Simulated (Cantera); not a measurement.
What does this Cantera script print?

```python
import numpy as np
import cantera as ct

gas = ct.Solution("gri30.yaml")
gas.TPX = 1050, 2666, {'N2O': 1, 'H2': 0.043, 'N2': 4.1}
reactor = ct.IdealGasConstPressureReactor(gas, energy="off", clone=False)
net = ct.ReactorNet([reactor])
net.rtol, net.atol = 1e-08, 1e-18
show = ['N2O', 'H2', 'O', 'HO2', 'NO2']
times = np.geomspace(3e-05, 100, 14)

steps = ct.SolutionArray(gas, extra=["t"])
rows = []
print(f"{'t/s':>10s}{'T/K':>9s}{'P/Pa':>11s}" + "".join(f"{s:>11s}" for s in show))
for t in times:
    while net.time < t:
        t_next = net.step()
        steps.append(gas.state, t=t_next)
    rows.append([np.interp(t, steps.t, y) for y in (steps.T, steps.P, *steps(*show).X.T)])
    print(f"{t:10.3e}{rows[-1][0]:9.1f}{rows[-1][1]:11.4g}" + "".join(f"{x:11.3e}" for x in rows[-1][2:]))
rate = np.gradient(steps.T, steps.t)
print("integrator steps:", len(steps.t))
if steps.T.max() > steps.T[0] + 200:
    print(f"time of steepest temperature rise: {steps.t[rate.argmax()]:.4e} s")
gas.TPX = 1050, 2666, {'N2O': 1, 'H2': 0.043, 'N2': 4.1}
gas.equilibrate("TP")
print(f"equilibrium (TP): T = {gas.T:.1f} K  " + "  ".join(f"{s} {gas[s].X[0]:.3e}" for s in show))
```

Result:

```
       t/s      T/K       P/Pa        N2O         H2          O        HO2        NO2
 3.000e-05   1050.0       2666  1.944e-01  8.361e-03  1.824e-09  9.560e-16  1.107e-23
 9.525e-05   1050.0       2666  1.944e-01  8.361e-03  5.570e-09  2.935e-14  1.066e-21
 3.024e-04   1050.0       2666  1.944e-01  8.361e-03  1.570e-08  8.486e-13  9.859e-20
 9.603e-04   1050.0       2666  1.944e-01  8.361e-03  3.528e-08  2.134e-11  9.979e-18
 3.049e-03   1050.0       2666  1.944e-01  8.360e-03  5.023e-08  4.127e-10  2.040e-15
 9.681e-03   1050.0       2666  1.944e-01  8.356e-03  5.156e-08  5.421e-09  5.709e-13
 3.074e-02   1050.0       2666  1.944e-01  8.314e-03  5.186e-08  4.423e-08  1.084e-10
 9.760e-02   1050.0       2666  1.940e-01  7.951e-03  6.387e-08  1.047e-07  2.862e-09
 3.099e-01   1050.0       2666  1.919e-01  5.832e-03  8.933e-08  1.267e-07  1.192e-08
 9.839e-01   1050.0       2666  1.877e-01  1.774e-03  1.086e-07  2.074e-07  1.387e-07
 3.124e+00   1050.0       2666  1.858e-01  1.763e-04  1.227e-07  1.636e-07  2.245e-06
 9.919e+00   1050.0       2666  1.847e-01  3.038e-06  1.211e-07  1.130e-07  1.512e-05
 3.149e+01   1050.0       2666  1.819e-01  4.780e-09  1.166e-07  7.231e-08  3.087e-05
 1.000e+02   1050.0       2666  1.732e-01  3.070e-09  1.141e-07  3.132e-08  3.836e-05
integrator steps: 1402
equilibrium (TP): T = 1050.0 K  N2O 4.979e-10  H2 5.847e-11  O 1.203e-09  HO2 1.132e-10  NO2 1.451e-07
```

Model: GRI-Mech 3.0 (53 species, 325 reactions), integrated in Cantera. GRI-Mech 3.0 was tuned for natural gas; its chemistry of N2O as a main component is partial and can be far from experiment. Radical loss at walls, strong at low pressure, is not modelled. The mechanism lacks the step 2 NO + O2 → 2 NO2, which can matter for NO2 below about 1400 K. The temperature is held fixed by assumption; the heat of reaction is taken as removed at once.
